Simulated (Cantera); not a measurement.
Feed: 1 mol Si2Cl6, 0.14 mol Cl2, 11 mol H2, held at 2.00 mbar.

Cantera equilibrium calculation (NASA polynomials, part measured and part estimated; ideal gas, pure solids and liquids). Candidate condensed phases: Si; 19 gas species. The feed counts by its element totals alone. The tables' values for SiCl3, SiCl are old estimates; treat these amounts as uncertain. The numbers say what is thermodynamically allowed, not how fast it happens.

log p: log10 of the partial pressure in bar; n: condensed amount in mol.

| T (°C) | log p H2 | log p HCl | log p SiCl2 | log p SiCl4 | log p SiCl3 | n Si(s) |
|---|---|---|---|---|---|---|
| 827 | -2.80 | -3.70 | -4.29 | -3.87 | -4.65 | 0.525 |
| 852 | -2.81 | -3.65 | -4.16 | -3.93 | -4.59 | 0.506 |
| 877 | -2.82 | -3.60 | -4.04 | -4.01 | -4.55 | 0.477 |
| 902 | -2.83 | -3.56 | -3.94 | -4.11 | -4.52 | ___ |
| 927 | -2.83 | -3.53 | -3.85 | -4.23 | -4.51 | ___ |
| 952 | -2.84 | -3.51 | -3.79 | -4.37 | -4.53 | ___ |
| 977 | -2.85 | -3.49 | -3.73 | -4.53 | -4.56 | ___ |
| 1002 | -2.85 | -3.48 | -3.69 | -4.70 | -4.60 | ___ |
| 1027 | -2.85 | -3.47 | -3.66 | -4.89 | -4.66 | ___ |
| 1052 | -2.85 | -3.47 | -3.64 | -5.08 | -4.72 | ___ |
| 1077 | -2.86 | -3.46 | -3.62 | -5.27 | -4.79 | ___ |
| 1102 | -2.86 | -3.46 | -3.61 | -5.46 | -4.87 | ___ |
| 1127 | -2.86 | -3.46 | -3.60 | -5.65 | -4.94 | ___ |
| 1152 | -2.86 | -3.46 | -3.59 | -5.83 | -5.01 | ___ |

Task: Fill in the missing entries.

Result: 
- 902, n Si(s): 0.437
- 927, n Si(s): 0.390
- 952, n Si(s): 0.341
- 977, n Si(s): 0.295
- 1002, n Si(s): 0.253
- 1027, n Si(s): 0.218
- 1052, n Si(s): 0.189
- 1077, n Si(s): 0.166
- 1102, n Si(s): 0.146
- 1127, n Si(s): 0.130
- 1152, n Si(s): 0.115
